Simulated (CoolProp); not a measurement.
Vapour-liquid equilibrium of benzene (1) + toluene (2) at 12.7 bar; x and y are mole fractions of (1).

Model: multi-fluid Helmholtz-energy mixture model, Thol 2012 and Lemmon 2006; pair parameters Bell 2016, in CoolProp.

| x | bubble temperature, mixture model (K) | bubble temperature, Raoult's law (K) | y, mixture model | y, Raoult's law |
|---|---|---|---|---|
| 0.05 | 502.5 | 502.2 | (withheld) | 0.088 |
| 0.2 | 495.7 | 494.9 | (withheld) | 0.317 |
| 0.35 | (withheld) | 488.3 | 0.460 | 0.502 |
| 0.5 | 483.2 | 482.3 | 0.617 | 0.654 |
| 0.65 | 477.5 | 476.8 | 0.752 | 0.780 |
| 0.8 | 472.2 | 471.7 | 0.868 | 0.885 |
| 0.95 | 467.2 | 467.0 | 0.969 | 0.974 |

**Question.** Some entries are withheld; supply them.

**Answer.** 
- 0.05, y, mixture model: 0.075
- 0.2, y, mixture model: 0.281
- 0.35, bubble temperature, mixture model (K): 489.3

The largest gap from Raoult's law is +1.0 K in bubble temperature, at x = 0.35. No azeotrope shows between x = 0.05 and 0.95.

Pair parameters are fitted to limited data, so mixtures are less certain than the pure fluids.
